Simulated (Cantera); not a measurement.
Feed: 1 mol Zr, 0.12 mol H₂O, equilibrated at 1.70 bar.

Equilibrium computed with Cantera from the NASA thermochemical tables; the gas is ideal and each condensed phase is pure. Candidate condensed phases: H₂O, Zr, ZrO₂; 12 gas species. Mutual solubility and eutectic melting of coexisting phases are not modelled. Condensed phases not in the tables: N, O or C dissolved in the metal. Equilibrium is a limit: real reactors are often held back by kinetics, nucleation or transport.

log p: log10 of the partial pressure in bar; n: condensed amount in mol.

| T (K) | log p H₂ | log p H | log p ZrO | log p H₂O | log p Zr | log p ZrO₂ | n Zr(β) | n ZrO₂(tetragonal) | n Zr(l) | n ZrO₂(s) |
|---|---|---|---|---|---|---|---|---|---|---|
| 2000 | 0.23 | -2.67 | -7.29 | -5.74 | -8.61 | -10.48 | 0.940 | 0.0600 | 0 | 0 |
| 2100 | 0.23 | -2.39 | -6.52 | -5.38 | -7.86 | -9.52 | 0.940 | 0.0600 | 0 | 0 |
| 2200 | 0.23 | [?] | [?] | [?] | [?] | [?] | 0 | 0.0600 | 0.940 | 0 |
| 2300 | 0.23 | -1.90 | -5.22 | -4.74 | -6.60 | -7.85 | 0 | 0.0600 | 0.940 | 0 |
| 2400 | 0.23 | -1.69 | -4.66 | -4.46 | -6.06 | -7.12 | 0 | 0.0600 | 0.940 | 0 |
| 2500 | 0.22 | -1.49 | -4.14 | -4.20 | -5.55 | -6.45 | 0 | 0.0600 | 0.940 | 0 |
| 2600 | 0.22 | [?] | [?] | [?] | [?] | [?] | 0 | 0.0600 | 0.940 | 0 |
| 2700 | 0.21 | -1.14 | -3.22 | -3.75 | -4.67 | -5.27 | 0 | 0 | 0.940 | 0.0600 |
| 2800 | 0.20 | -0.99 | -2.82 | -3.55 | -4.27 | -4.74 | 0 | 0 | 0.940 | 0.0599 |

Task: What belongs in the gaps?

Result: 
- 2200, log p H: -2.14
- 2200, log p ZrO: -5.84
- 2200, log p H₂O: -5.05
- 2200, log p Zr: -7.20
- 2200, log p ZrO₂: -8.64
- 2600, log p H: -1.31
- 2600, log p ZrO: -3.66
- 2600, log p H₂O: -3.97
- 2600, log p Zr: -5.09
- 2600, log p ZrO₂: -5.84
